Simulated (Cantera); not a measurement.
A freely propagating, adiabatic, planar premixed flame of CH4 : C2H6 : O2 : N2 : CO2 = 1 : 0.79 : 6.03 : 22.7 : 1.7 (molar parts), unburnt at 523 K and 165 Torr; multicomponent+Soret transport, grid criteria slope 0.08 and curve 0.16, no radiation.

Model: GRI-Mech 3.0 (53 species, 325 reactions), integrated in Cantera. Burning velocities carry a grid error of a few per cent, more on coarse grids.

Problem. Predict: laminar burning velocity; thermal thickness; peak x(H); peak x(CH2CO); peak x(HCO).

Solution. 
```json
{
  "laminar_burning_velocity": "85.5 cm/s",
  "thermal_thickness": "1.62 mm",
  "peak x(H)": "0.00694",
  "peak x(CH2CO)": "0.000332",
  "peak x(HCO)": "4.79e-5"
}
```
